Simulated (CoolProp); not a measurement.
R1234ze(Z) along the isobar 4.78 MPa: density (kg/m³) from the reference equation and from simpler models built on Tc = 150.1 °C, pc = 3.531 MPa, ω = 0.327; each cubic takes its own stable root.

Values from CoolProp's reference Helmholtz-energy equation of state, Akasaka 2019.

```tsv
T (°C)	phase	reference
68.35	liquid	1123
82.45	liquid	1079
96.55	liquid	1032
110.55	liquid	979.1
124.65	liquid	917.5
138.75	liquid	841.3
152.75	supercritical	734.3
166.85	supercritical	509.3
```

Question: How far does each simpler model (Redlich-Kwong, Soave-Redlich-Kwong) lie from the reference over these 8 states: mean and median of the absolute difference, and the worst?

Answer: 
- Redlich-Kwong: mean 22.5 %, median 23.8 %, worst -25.1 % at 138.75 °C and 4.78 MPa
- Soave-Redlich-Kwong: mean 21.3 %, median 21.1 %, worst -25.2 % at 152.75 °C and 4.78 MPa
